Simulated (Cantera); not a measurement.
Stirred combustor or abatement burner

A perfectly stirred reactor is fed with C3H8 : O2 : N2 : H2O : CO2 = 1 : 5 : 18.8 : 1.2 : 0.28 (molar parts), equivalence ratio 1.0, at 1.80 bar; it is adiabatic with a 450 K inlet, and is followed from long to short residence time, starting on the burning branch (τ in s: 0.47, 0.12, 0.031, 0.0078, 0.002, 0.00051, 0.00013, 3.3e-05, 8.5e-06).

Detailed kinetics in Cantera: GRI-Mech 3.0 (53 species, 325 reactions). GRI-Mech 3.0 was tuned for natural gas; its chemistry of propane as a main component is partial and can be far from experiment.

| τ (s) | T (K) | x C3H8 | x O2 | x H2O | x H2 | x CH2 | x N2O |
|---|---|---|---|---|---|---|---|
| 0.47 | 2266 | 2.45e-8 | 0.00546 | 0.184 | 0.00337 | 1.82e-8 | 1.58e-7 |
| 0.12 | 2260 | 9.32e-8 | 0.00605 | 0.183 | 0.00357 | 6.70e-8 | 1.70e-7 |
| 0.031 | 2242 | 3.37e-7 | 0.00736 | 0.182 | 0.00418 | 2.21e-7 | 1.86e-7 |
| 0.0078 | 2200 | 1.16e-6 | 0.00977 | 0.180 | 0.00552 | 6.40e-7 | 2.00e-7 |
| 0.0020 | 2133 | 3.61e-6 | 0.0133 | 0.175 | 0.00762 | 1.60e-6 | 2.02e-7 |
| 0.00051 | 2043 | 1.11e-5 | 0.0179 | 0.170 | 0.0103 | 3.76e-6 | 1.91e-7 |
| 0.00013 | 1931 | 3.92e-5 | 0.0245 | 0.164 | 0.0128 | 9.49e-6 | 1.73e-7 |
| 3.3e-5 | 450 | 0.0381 | 0.190 | 0.0457 | <1e-12 | <1e-12 | <1e-12 |
| 8.5e-6 | 450 | 0.0381 | 0.190 | 0.0457 | <1e-12 | <1e-12 | <1e-12 |
x: mole fraction; the columns are a selection and need not sum to one.
